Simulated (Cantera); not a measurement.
A closed system holds: 1 mol PbO, 0.41 mol CO, a varied amount of H₂, equilibrated at 802 °C and 0.140 bar.

Equilibrium computed with Cantera from the NASA thermochemical tables; the gas is ideal and each condensed phase is pure. Candidate condensed phases: C, C₆H₆, C₇H₈, C₈H₁₈, H₂O, Pb, PbO, PbO₂, Pb₃O₄; 113 gas species. Mutual solubility and eutectic melting of coexisting phases are not modelled. Rates play no part.

Question: Which condensed phases are stable at each of these points (n(H₂) (mol)): 0.34, 1.2, 2, 2.9, 3.7, 4.6, 5.4, 6.3?

Answer: 
| n(H₂) (mol) | condensed phases | Pb condensed (%) |
|---|---|---|
| 0.34 | Pb(l) + PbO(yellow) | 100.0 |
| 1.2 | Pb(l) | 99.9 |
| 2 | Pb(l) | 99.9 |
| 2.9 | Pb(l) | 99.8 |
| 3.7 | Pb(l) | 99.8 |
| 4.6 | Pb(l) | 99.7 |
| 5.4 | Pb(l) | 99.7 |
| 6.3 | Pb(l) | 99.6 |

At 0.34 mol H₂ the condensed part is Pb(l) + PbO(yellow). From 1.2 mol H₂ to 6.3 mol H₂ the condensed part is Pb(l).
